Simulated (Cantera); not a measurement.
A perfectly stirred reactor is fed with 2.59 % CH4, 95.9 % H2, 1.53 % O2, at 0.0520 bar; it is held at 2525 K, and followed from long to short residence time.

Cantera simulation using GRI-Mech 3.0 (53 species, 325 reactions); the numbers are that mechanism's predictions, not measurements.

Problem. Predict: x(CH4) at τ = 4.50 s; x(H2) at τ = 4.50 s; x(O2) at τ = 4.50 s; x(C2H2) at τ = 4.50 s; x(OH) at τ = 4.50 s; x(CH4) at τ = 60.0 ms; x(H2) at τ = 60.0 ms; x(O2) at τ = 60.0 ms; x(C2H2) at τ = 60.0 ms; x(OH) at τ = 60.0 ms.

Solution. x(CH4) at τ = 4.50 s: 1.38e-6
x(H2) at τ = 4.50 s: 0.859
x(O2) at τ = 4.50 s: 4.44e-8
x(C2H2) at τ = 4.50 s: 4.27e-7
x(OH) at τ = 4.50 s: 0.000118
x(CH4) at τ = 60.0 ms: 0.000194
x(H2) at τ = 60.0 ms: 0.903
x(O2) at τ = 60.0 ms: 3.12e-6
x(C2H2) at τ = 60.0 ms: 0.00121
x(OH) at τ = 60.0 ms: 0.000114
